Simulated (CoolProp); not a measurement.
Saturated liquid density (kg/m³) of n-decane: the reference equation beside estimates from Tc = 617.7 K, pc = 2101 kPa, ω = 0.488. Rackett uses Z = 0.29056 − 0.08775 ω.

The numbers come from the reference Helmholtz-energy equation of state, Lemmon 2006 in CoolProp. It is a short technical equation, of lower accuracy than the large ones.

```tsv
T (K)	reference	Rackett	van der Waals	Redlich-Kwong	Soave-Redlich-Kwong	Peng-Robinson
356.2	681.0	700.2	364.5	537.9	569.1	640.7
377.1	664.1	682.4	356.3	523.8	557.1	627.9
397.9	647.0	664.1	347.7	508.8	544.1	613.9
418.8	629.3	645.0	338.5	492.8	529.7	598.4
439.7	610.8	625.0	328.8	475.6	513.8	581.2
460.6	591.4	603.9	318.4	457.0	496.2	561.8
481.4	570.9	581.7	307.3	437.1	476.6	540.2
502.3	548.7	557.7	295.2	415.2	454.4	515.4
523.2	524.2	531.6	281.8	391.1	429.1	486.9
544.1	496.5	502.5	266.8	364.1	399.7	453.4
```

Absolute difference from the reference over all 10 rows, mean and median: Rackett 2.1 and 2.2 %, van der Waals 46.3 and 46.2 %, Redlich-Kwong 23.0 and 22.4 %, Soave-Redlich-Kwong 16.8 and 16.3 %, Peng-Robinson 5.8 and 5.4 %.
